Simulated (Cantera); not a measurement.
A Cantera script and what it prints.

```python
import numpy as np
import cantera as ct

gas_names = """
    HCL O2 CL2
""".split()
cond_names = """
    Sr(a) Sr(b) Sr(L) SrO2H2(s) SrO2H2(L)
""".split()


# ... load() reads the species with a 1 bar reference pressure and builds the phases ...
species = {s.name: s for s in load("nasa_gas.yaml", gas_names) + load("nasa_condensed.yaml", cond_names)}
# Each term lists the table entries of one substance; the one whose range holds T is used.
reactions = {
    'Sr + 2 HCl(g) + O2(g) = Cl2(g) + Sr(OH)2':
        [(-1, ['Sr(a)', 'Sr(b)', 'Sr(L)']), (-2, ['HCL']), (-1, ['O2']), (1, ['CL2']), (1, ['SrO2H2(s)', 'SrO2H2(L)'])],
}


def pick(names, T):
    return next(species[n] for n in names if species[n].thermo.min_temp <= T <= species[n].thermo.max_temp)


results = []
for label, terms in reactions.items():
    print(label)
    print("     T/K   dH/kJ  dS/(J/K)   dG/kJ   log10 K")
    for T in [1023, 1173, 1323, 1473, 1623, 1773, 1923, 2073]:
        used = [(nu, pick(names, T)) for nu, names in terms]
        dH = sum(nu * s.thermo.h(T) for nu, s in used) / 1e6
        dS = sum(nu * s.thermo.s(T) for nu, s in used) / 1e3
        dG = dH - T * dS / 1e3
        logK = -dG * 1e6 / (ct.gas_constant * T * np.log(10))
        results.append((label, T, dH, dS, dG, logK, [s.name for _, s in used]))
        print(f"{T:8g} {dH:8.1f} {dS:8.1f} {dG:8.1f} {logK:8.2f}")
```

Output:

```
Sr + 2 HCl(g) + O2(g) = Cl2(g) + Sr(OH)2
     T/K   dH/kJ  dS/(J/K)   dG/kJ   log10 K
    1023   -736.2   -251.1   -479.3    24.47
    1173   -735.3   -250.7   -441.2    19.65
    1323   -726.8   -243.9   -404.2    15.96
    1473   -718.6   -238.0   -368.0    13.05
    1623   -710.6   -232.8   -332.7    10.71
    1773   -702.8   -228.2   -298.2     8.78
    1923   -695.1   -224.0   -264.3     7.18
    2073   -687.6   -220.3   -230.9     5.82
```

Source: NASA polynomial tables (part measured, part estimated), evaluated in Cantera. Condensed species are held in their standard states even where they would react or evaporate.
